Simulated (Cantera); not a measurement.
# Ammonia decomposition in nitride growth gas

An isothermal, constant-pressure homogeneous reactor starts with 5.56 % NH3, 94.4 % H2, at 1725 K and 15.0 Torr.

Detailed kinetics in Cantera: the gas-phase N/H chemistry of the illustrative SiF4/NH3 mechanism in the Surface Chemkin manual (1991). Walls and surfaces, which speed up NH3 decomposition in real reactors, are not modelled.

```json
[
 {"t (s)": "2.00e-6", "x NH3": "0.0556", "x H2": "0.944", "x N2": "<1e-12", "x N2H4": "<1e-12", "x H": "9.03e-10", "x N": "<1e-12", "x N2H2": "<1e-12"},
 {"t (s)": "7.29e-6", "x NH3": "0.0556", "x H2": "0.944", "x N2": "<1e-12", "x N2H4": "<1e-12", "x H": "3.67e-9", "x N": "<1e-12", "x N2H2": "<1e-12"},
 {"t (s)": "2.65e-5", "x NH3": "0.0556", "x H2": "0.944", "x N2": "<1e-12", "x N2H4": "<1e-12", "x H": "1.58e-8", "x N": "<1e-12", "x N2H2": "<1e-12"},
 {"t (s)": "9.67e-5", "x NH3": "0.0556", "x H2": "0.944", "x N2": "<1e-12", "x N2H4": "<1e-12", "x H": "6.36e-8", "x N": "<1e-12", "x N2H2": "<1e-12"},
 {"t (s)": "0.000352", "x NH3": "0.0556", "x H2": "0.944", "x N2": "<1e-12", "x N2H4": "<1e-12", "x H": "2.38e-7", "x N": "<1e-12", "x N2H2": "<1e-12"},
 {"t (s)": "0.00128", "x NH3": "0.0556", "x H2": "0.944", "x N2": "<1e-12", "x N2H4": "<1e-12", "x H": "8.75e-7", "x N": "<1e-12", "x N2H2": "<1e-12"},
 {"t (s)": "0.00468", "x NH3": "0.0556", "x H2": "0.944", "x N2": "2.35e-11", "x N2H4": "<1e-12", "x H": "3.19e-6", "x N": "<1e-12", "x N2H2": "2.62e-12"},
 {"t (s)": "0.0170", "x NH3": "0.0556", "x H2": "0.944", "x N2": "1.30e-9", "x N2H4": "<1e-12", "x H": "1.16e-5", "x N": "4.23e-12", "x N2H2": "3.76e-11"},
 {"t (s)": "0.0620", "x NH3": "0.0555", "x H2": "0.944", "x N2": "7.27e-8", "x N2H4": "5.17e-12", "x H": "4.23e-5", "x N": "2.04e-10", "x N2H2": "5.69e-10"},
 {"t (s)": "0.226", "x NH3": "0.0555", "x H2": "0.944", "x N2": "4.90e-6", "x N2H4": "6.58e-11", "x H": "0.000151", "x N": "9.24e-9", "x N2H2": "9.94e-9"},
 {"t (s)": "0.823", "x NH3": "0.0550", "x H2": "0.944", "x N2": "0.000225", "x N2H4": "3.13e-10", "x H": "0.000334", "x N": "9.77e-8", "x N2H2": "6.45e-8"},
 {"t (s)": "3.00", "x NH3": "0.0523", "x H2": "0.946", "x N2": "0.00151", "x N2H4": "3.06e-10", "x H": "0.000348", "x N": "1.04e-7", "x N2H2": "6.39e-8"}
]
```
x: mole fraction; the columns are a selection and need not sum to one.

Equilibrium at this temperature and pressure: NH3 1.06e-7, H2 0.972, N2 0.0263, N2H4 <1e-12, H 0.00130, N 1.04e-11, N2H2 <1e-12 (gas phase only).
